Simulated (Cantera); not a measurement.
Charge: 1 mol Si, 3.7 mol HCl, 0.83 mol H2, equilibrated at 600 K and 0.310 bar.

These are equilibrium values from Cantera (NASA tables, ideal gas, pure condensed phases), not measurements of a reactor. Candidate condensed phases: Si; 19 gas species. Kinetics and transport are ignored.

**Question.** What is the equilibrium state?

**Answer.** 
- x(H2): 0.719
- x(SiCl4): 0.204
- x(SiHCl3): 0.0753
- x(SiH2Cl2): 0.00139
- x(HCl): 5.36e-5
- x(SiH3Cl): 5.02e-6
- n(Si(s)): 0.00597 mol
- gas amount: 3.536 mol
